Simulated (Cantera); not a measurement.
## Ammonia decomposition in nitride growth gas

An isothermal, constant-pressure homogeneous reactor starts with NH₃ : H₂ = 1 : 7.4 (molar parts), at 2373 K and 64.5 Torr.

Detailed kinetics in Cantera: the gas-phase N/H chemistry of the illustrative SiF4/NH3 mechanism in the Surface Chemkin manual (1991). Walls and surfaces, which speed up NH3 decomposition in real reactors, are not modelled.

```json
[
 {"t (s)": "0.000500", "x NH₃": "0.117", "x H₂": "0.879", "x N": "4.24e-6", "x N₂H₂": "1.05e-6", "x N₂H₄": "2.80e-9"},
 {"t (s)": "0.00135", "x NH₃": "0.112", "x H₂": "0.881", "x N": "1.15e-5", "x N₂H₂": "2.53e-6", "x N₂H₄": "5.16e-9"},
 {"t (s)": "0.00364", "x NH₃": "0.0961", "x H₂": "0.890", "x N": "1.20e-5", "x N₂H₂": "2.20e-6", "x N₂H₄": "4.30e-9"},
 {"t (s)": "0.00981", "x NH₃": "0.0638", "x H₂": "0.907", "x N": "1.23e-5", "x N₂H₂": "1.43e-6", "x N₂H₄": "2.50e-9"},
 {"t (s)": "0.0265", "x NH₃": "0.0198", "x H₂": "0.930", "x N": "1.39e-5", "x N₂H₂": "4.45e-7", "x N₂H₄": "5.58e-10"},
 {"t (s)": "0.0714", "x NH₃": "0.000216", "x H₂": "0.923", "x N": "9.54e-6", "x N₂H₂": "2.30e-9", "x N₂H₄": "1.02e-12"},
 {"t (s)": "0.193", "x NH₃": "3.15e-6", "x H₂": "0.903", "x N": "9.62e-7", "x N₂H₂": "2.67e-12", "x N₂H₄": "<1e-12"},
 {"t (s)": "0.519", "x NH₃": "6.58e-7", "x H₂": "0.902", "x N": "2.14e-7", "x N₂H₂": "<1e-12", "x N₂H₄": "<1e-12"},
 {"t (s)": "1.40", "x NH₃": "2.65e-7", "x H₂": "0.902", "x N": "8.61e-8", "x N₂H₂": "<1e-12", "x N₂H₄": "<1e-12"},
 {"t (s)": "3.78", "x NH₃": "2.03e-7", "x H₂": "0.902", "x N": "6.60e-8", "x N₂H₂": "<1e-12", "x N₂H₄": "<1e-12"},
 {"t (s)": "10.2", "x NH₃": "2.02e-7", "x H₂": "0.902", "x N": "6.55e-8", "x N₂H₂": "<1e-12", "x N₂H₄": "<1e-12"},
 {"t (s)": "27.5", "x NH₃": "2.02e-7", "x H₂": "0.902", "x N": "6.55e-8", "x N₂H₂": "<1e-12", "x N₂H₄": "<1e-12"},
 {"t (s)": "74.1", "x NH₃": "2.02e-7", "x H₂": "0.902", "x N": "6.55e-8", "x N₂H₂": "<1e-12", "x N₂H₄": "<1e-12"},
 {"t (s)": "200", "x NH₃": "2.02e-7", "x H₂": "0.902", "x N": "6.55e-8", "x N₂H₂": "<1e-12", "x N₂H₄": "<1e-12"}
]
```
x: mole fraction; the columns are a selection and need not sum to one.

Equilibrium at this temperature and pressure: NH₃ 2.02e-7, H₂ 0.902, N 6.55e-8, N₂H₂ <1e-12, N₂H₄ <1e-12 (gas phase only).
